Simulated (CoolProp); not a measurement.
Vapour-liquid equilibrium of carbonyl sulfide (1) + propane (2) at 268.8 K; x and y are mole fractions of (1).

Computed with CoolProp (multi-fluid Helmholtz-energy mixture model, Lemmon 2006 and Lemmon 2009; pair parameters Bell 2016).

Problem. Give the bubble pressure and the first vapour's composition at x = 0.275, 0.35, 0.875. Is there an azeotrope?

Solution. x = 0.275: 0.4655 MPa, y = 0.337; x = 0.35: 0.4768 MPa, y = 0.415; x = 0.875: 0.5507 MPa, y = 0.901. No azeotrope shows between x = 0.05 and 0.95.

The pair parameters rest on a limited set of measurements; away from them the model extrapolates.
